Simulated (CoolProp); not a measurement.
Dodecamethylpentasiloxane (MD3M) along the isobar 1.38 MPa: density (kg/m³) from the reference equation and from simpler models built on Tc = 628.0 K, pc = 0.9540 MPa, ω = 0.730; each cubic takes its own stable root.

Values from CoolProp's reference Helmholtz-energy equation of state, Thol 2019.

| T (K) | phase | reference |
|---|---|---|
| 210.8 | liquid | 956.5 |
| 236.8 | liquid | 930.7 |
| 262.8 | liquid | 905.5 |
| 288.8 | liquid | 880.6 |
| 314.8 | liquid | 855.8 |
| 340.8 | liquid | 831.0 |
| 366.9 | liquid | 805.9 |
| 392.9 | liquid | 780.5 |
| 418.9 | liquid | 754.5 |
| 444.9 | liquid | 727.7 |

Question: How far does each simpler model (van der Waals, Redlich-Kwong, Soave-Redlich-Kwong, Peng-Robinson) lie from the reference over these 10 states: mean and median of the absolute difference, and the worst?

Answer: 
- van der Waals: mean 44.9 %, median 44.9 %, worst -47.3 % at 210.8 K and 1.38 MPa
- Redlich-Kwong: mean 19.5 %, median 19.2 %, worst -21.9 % at 210.8 K and 1.38 MPa
- Soave-Redlich-Kwong: mean 14.5 %, median 14.1 %, worst -19.4 % at 210.8 K and 1.38 MPa
- Peng-Robinson: mean 4.2 %, median 3.7 %, worst -10.0 % at 210.8 K and 1.38 MPa
